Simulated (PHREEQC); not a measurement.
Model water analysis in mg/L, 15 °C, pH 5.86, pe 8.1:

```tsv
constituent	mg/L
Na	0.0278
K	0.0033
Ca	0.0115
Mg	0.0456
Cl	0.126
S(6) as SO4	0.0124
Alkalinity as HCO3	0.107
Pb	0.0106
Cd	0.000259
Br	0.00194
O(0) (dissolved oxygen)	0.00213
```

Cl is adjusted to close the charge balance.
Valence states are taken as typed.

Model: ion-association model, phreeqc.dat, run in PHREEQC.

Precipitation was switched off in this run.

Question: What ionic strength does the model give?

Answer: ionic strength 9.45e-6 mol/kgw.

Question: In which forms is Pb present?

Answer: Pb+2 98 %, PbOH+ 1.4 % of the Pb.
